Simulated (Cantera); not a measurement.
Si + HBr + H2 (silicon etching in halogen gases)

Feed: 1 mol Si, 1.4 mol HBr, 1.2 mol H2, held at 1.33 mbar.

Method: chemical equilibrium by Gibbs-energy minimisation in Cantera with the NASA 1993 tables (ideal gas, pure condensed phases). Candidate condensed phases: Br2, Si; 19 gas species. The tables' values for SiBr3 are old estimates; treat these amounts as uncertain. Equilibrium is a limit: real reactors are often held back by kinetics, nucleation or transport.

```json
[
 {"T (°C)": "450", "x H2": "0.839", "x SiBr4": "0.151", "x HBr": "0.00608", "x SiBr2": "1.75e-5", "x SiHBr3": "0.00334", "x SiBr3": "2.37e-5", "x SiH2Br2": "3.43e-5", "x Br": "6.54e-10", "n Si(s)": "0.651"},
 {"T (°C)": "475", "x H2": "0.837", "x SiBr4": "0.151", "x HBr": "0.00872", "x SiBr2": "4.08e-5", "x SiHBr3": "0.00343", "x SiBr3": "4.31e-5", "x SiH2Br2": "3.64e-5", "x Br": "2.17e-9", "n Si(s)": "0.653"},
 {"T (°C)": "500", "x H2": "0.835", "x SiBr4": "0.149", "x HBr": "0.0122", "x SiBr2": "8.96e-5", "x SiHBr3": "0.00351", "x SiBr3": "7.53e-5", "x SiH2Br2": "3.84e-5", "x Br": "6.67e-9", "n Si(s)": "0.655"},
 {"T (°C)": "525", "x H2": "0.831", "x SiBr4": "0.148", "x HBr": "0.0167", "x SiBr2": "0.000187", "x SiHBr3": "0.00357", "x SiBr3": "0.000126", "x SiH2Br2": "4.02e-5", "x Br": "1.91e-8", "n Si(s)": "0.657"},
 {"T (°C)": "550", "x H2": "0.827", "x SiBr4": "0.146", "x HBr": "0.0223", "x SiBr2": "0.000372", "x SiHBr3": "0.00362", "x SiBr3": "0.000205", "x SiH2Br2": "4.19e-5", "x Br": "5.12e-8", "n Si(s)": "0.660"},
 {"T (°C)": "575", "x H2": "0.822", "x SiBr4": "0.144", "x HBr": "0.0293", "x SiBr2": "0.000709", "x SiHBr3": "0.00365", "x SiBr3": "0.000323", "x SiH2Br2": "4.34e-5", "x Br": "1.29e-7", "n Si(s)": "0.664"},
 {"T (°C)": "600", "x H2": "0.816", "x SiBr4": "0.141", "x HBr": "0.0378", "x SiBr2": "0.00130", "x SiHBr3": "0.00366", "x SiBr3": "0.000492", "x SiH2Br2": "4.46e-5", "x Br": "3.10e-7", "n Si(s)": "0.668"},
 {"T (°C)": "625", "x H2": "0.808", "x SiBr4": "0.137", "x HBr": "0.0479", "x SiBr2": "0.00229", "x SiHBr3": "0.00364", "x SiBr3": "0.000729", "x SiH2Br2": "4.55e-5", "x Br": "7.06e-7", "n Si(s)": "0.672"},
 {"T (°C)": "650", "x H2": "0.799", "x SiBr4": "0.133", "x HBr": "0.0597", "x SiBr2": "0.00389", "x SiHBr3": "0.00360", "x SiBr3": "0.00105", "x SiH2Br2": "4.60e-5", "x Br": "1.53e-6", "n Si(s)": "0.677"},
 {"T (°C)": "675", "x H2": "0.788", "x SiBr4": "0.127", "x HBr": "0.0732", "x SiBr2": "0.00638", "x SiHBr3": "0.00353", "x SiBr3": "0.00147", "x SiH2Br2": "4.61e-5", "x Br": "3.19e-6", "n Si(s)": "0.682"},
 {"T (°C)": "700", "x H2": "0.776", "x SiBr4": "0.120", "x HBr": "0.0884", "x SiBr2": "0.0101", "x SiHBr3": "0.00341", "x SiBr3": "0.00200", "x SiH2Br2": "4.57e-5", "x Br": "6.37e-6", "n Si(s)": "0.686"},
 {"T (°C)": "725", "x H2": "0.762", "x SiBr4": "0.112", "x HBr": "0.105", "x SiBr2": "0.0156", "x SiHBr3": "0.00326", "x SiBr3": "0.00264", "x SiH2Br2": "4.48e-5", "x Br": "1.22e-5", "n Si(s)": "0.690"},
 {"T (°C)": "750", "x H2": "0.746", "x SiBr4": "0.102", "x HBr": "0.123", "x SiBr2": "0.0231", "x SiHBr3": "0.00305", "x SiBr3": "0.00337", "x SiH2Br2": "4.32e-5", "x Br": "2.26e-5", "n Si(s)": "0.691"}
]
```
x: gas mole fraction; n: condensed amount in mol.

From 450 °C to 750 °C the condensed part is Si(s). The main Si-bearing gas is SiBr4 throughout. The share of Si in condensed phases is highest at 750 °C (69.1 %) and lowest at 450 °C (65.1 %).
